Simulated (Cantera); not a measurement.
Input (Python, Cantera) and output of one run.

```python
import numpy as np
import cantera as ct

gas_names = [...]  # 109 gases of nasa_gas.yaml made of C, Cl, H, Si
cond_names = """
    C(gr) C6H6(L) C7H8(L) C8H18(L),n-octa Si(cr) Si(L) SiC(b)
""".split()


# ... load() reads the species with a 1 bar reference pressure and builds the phases ...
atoms = {
    '(CH3)2SiCl2': {'C': 2, 'H': 6, 'Si': 1, 'CL': 2},
    'C3H8': {'C': 3, 'H': 8},
    'H2': {'H': 2},
}
top_T = {'C(gr)': 4500, 'SiC(b)': 3050}  # K; cautious upper limits of use, not melting points


# ... equilibrate(T, P, feed) seeds the gas with the atoms and calls Mixture.equilibrate('TP', solver="vcs", rtol=1e-11, max_steps=5000) ...
results = []
T = 1623  # K
P = 8000  # Pa
for m in [2.7, 4.6, 7.7, 13, 22, 38, 63, 110, 180, 310]:
    feed = {'(CH3)2SiCl2': 1, 'C3H8': 0.011, 'H2': m}  # mol
    mix = equilibrate(T, P, feed)
    results.append((T, P, feed, dict(zip(mix.species_names, mix.species_moles))))

top = {s: max(r[3][s] / sum(r[3][g] for g in gas_names) for r in results) for s in gas_names}
cols = sorted((s for s in top if top[s] > 0.0001), key=lambda s: -top[s])[:8]
seen = [c for c in cond_names if any(r[3].get(c, 0) > 1e-12 for r in results)]
print("log10 of partial pressures in bar; condensed amounts in mol")
print(f"{'n(H2)':>10s}" + "".join(f"{s[:9]:>10s}" for s in cols + seen))
for T, P, feed, n in results:
    ng = sum(n[g] for g in gas_names)
    print(f"{feed['H2']:10.4g}" + "".join(f"{np.log10(max(n[s] / ng * P / 1e5, 1e-99)):10.3f}" for s in cols)
          + "".join(f"{n.get(c, 0):10.4g}" for c in seen))
```

It prints:

```
log10 of partial pressures in bar; condensed amounts in mol
     n(H2)        H2       HCL     SiCL2     SiCL3         H     SiCL4       CH4     C(gr)    SiC(b)
       2.7    -1.246    -1.642    -3.438    -4.377    -4.783    -4.948    -5.321     1.068    0.9644
       4.6    -1.210    -1.744    -3.680    -4.740    -4.765    -5.432    -5.248     1.057    0.9748
       7.7    -1.177    -1.874    -3.970    -5.176    -4.749    -6.013    -5.184     1.048     0.983
        13    -1.151    -2.032    -4.315    -5.692    -4.736    -6.701    -5.131     1.041    0.9891
        22    -1.132    -2.215    -4.698    -6.268    -4.726    -7.469    -5.092     1.035    0.9933
        38    -1.118    -2.421    -5.125    -6.908    -4.720    -8.323    -5.065      1.03     0.996
        63    -1.110    -2.623    -5.537    -7.526    -4.716    -9.146    -5.049     1.023    0.9975
       110    -1.105    -2.854    -6.003    -8.225    -4.713   -10.078    -5.038     1.013    0.9986
       180    -1.102    -3.061    -6.421    -8.852    -4.711   -10.915    -5.033    0.9997    0.9991
       310    -1.100    -3.293    -6.887    -9.551    -4.710   -11.846    -5.029    0.9747    0.9995
```

Cantera equilibrium calculation (NASA polynomials, part measured and part estimated; ideal gas, pure solids and liquids). The feed counts by its element totals alone. The tables' values for SiCl3 are old estimates; treat these amounts as uncertain.
